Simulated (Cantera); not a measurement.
Input: 1 mol PbO, 0.55 mol CH₄, 2.6 mol H₂, held at 1 atm.

Cantera equilibrium calculation (NASA polynomials, part measured and part estimated; ideal gas, pure solids and liquids). Candidate condensed phases: C, C₆H₆, C₇H₈, C₈H₁₈, H₂O, Pb, PbO, PbO₂, Pb₃O₄; 113 gas species. Gases not in the tables: (PbO)n polymers. Rates play no part.

Question: At 2225 K, list the 6 most abundant gas species with their mole fractions, and the condensed phases.

Answer: H₂ 0.618, Pb 0.190, CO 0.102, H₂O 0.0826, H 0.00506, CO₂ 0.00254. Condensed: gas only.
